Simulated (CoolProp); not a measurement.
The fluid at 298.15 K and 1.83 MPa is compressed adiabatically to 8.77 MPa with isentropic efficiency 0.75. The same conditions are run with several fluids, on thermodynamics alone (safety and materials aside).

Model: reference Helmholtz-energy equation of state of each fluid (ethane: Bücker 2006; C2F6 (R116): Lemmon 2006; methane: Setzmann 1991; ethylene: Smukala 2000; oxygen: Schmidt 1985), in CoolProp.

```
fluid        work (kJ/kg)  final temperature (K)  final density (kg/m³)
-----------  ------------  ---------------------  ---------------------
ethane                157                  410.2                    100
C2F6 (R116)          27.3                      …                    612
methane                 …                  458.5                      …
ethylene              187                  428.6                   79.6
oxygen                204                  514.8                   64.3
```

**Question.** Complete the blanks.

**Answer.** 
- C2F6 (R116), final temperature (K): 367.4
- methane, work (kJ/kg): 379
- methane, final density (kg/m³): 37.1

Above 300 K oxygen's equation is extrapolated.
